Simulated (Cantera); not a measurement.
Input (Python, Cantera) and output of one run.

```python
import numpy as np
import cantera as ct

gas_names = [...]  # 87 gases of nasa_gas.yaml made of C, H, Si
cond_names = """
    C(gr) C6H6(L) C7H8(L) C8H18(L),n-octa Si(cr) Si(L) SiC(b)
""".split()


# ... load() reads the species with a 1 bar reference pressure and builds the phases ...
atoms = {
    'SiC': {'Si': 1, 'C': 1},
    'Si': {'Si': 1},
    'H2': {'H': 2},
}
top_T = {'C(gr)': 4500, 'SiC(b)': 3050}  # K; cautious upper limits of use, not melting points


# ... equilibrate(T, P, feed) seeds the gas with the atoms and calls Mixture.equilibrate('TP', solver="vcs", rtol=1e-11, max_steps=5000) ...
results = []
T = 2148.15  # K
P = 1333.22  # Pa
for m in [0.24, 0.3, 0.38, 0.48, 0.6, 0.76, 0.96, 1.2, 1.5, 1.9, 2.5, 3.1]:
    feed = {'SiC': 1, 'Si': 0.054, 'H2': m}  # mol
    mix = equilibrate(T, P, feed)
    results.append((T, P, feed, dict(zip(mix.species_names, mix.species_moles))))

top = {s: max(r[3][s] / sum(r[3][g] for g in gas_names) for r in results) for s in gas_names}
cols = sorted((s for s in top if top[s] > 0.001), key=lambda s: -top[s])[:6]
seen = [c for c in cond_names if any(r[3].get(c, 0) > 1e-12 for r in results)]
print("log10 of partial pressures in bar; condensed amounts in mol")
print(f"{'n(H2)':>10s}" + "".join(f"{s[:9]:>10s}" for s in cols + seen))
for T, P, feed, n in results:
    ng = sum(n[g] for g in gas_names)
    print(f"{feed['H2']:10.4g}" + "".join(f"{np.log10(max(n[s] / ng * P / 1e5, 1e-99)):10.3f}" for s in cols)
          + "".join(f"{n.get(c, 0):10.4g}" for c in seen))
```

It prints:

```
log10 of partial pressures in bar; condensed amounts in mol
     n(H2)        H2         H        Si     Si(L)    SiC(b)
      0.24    -1.899    -3.329    -3.657   0.04926    0.9998
       0.3    -1.899    -3.329    -3.657   0.04808    0.9997
      0.38    -1.899    -3.329    -3.657    0.0465    0.9997
      0.48    -1.899    -3.329    -3.657   0.04452    0.9996
       0.6    -1.899    -3.329    -3.657   0.04215    0.9995
      0.76    -1.899    -3.329    -3.657     0.039    0.9993
      0.96    -1.899    -3.329    -3.657   0.03505    0.9991
       1.2    -1.899    -3.329    -3.657   0.03031    0.9989
       1.5    -1.899    -3.329    -3.657   0.02438    0.9987
       1.9    -1.899    -3.329    -3.657   0.01649    0.9983
       2.5    -1.899    -3.329    -3.657  0.004642    0.9978
       3.1    -1.898    -3.329    -3.708         0    0.9975
```

Cantera equilibrium calculation (NASA polynomials, part measured and part estimated; ideal gas, pure solids and liquids). Mutual solubility and eutectic melting of coexisting phases are not modelled. Gases not in the tables: Si2H6 and higher silanes.
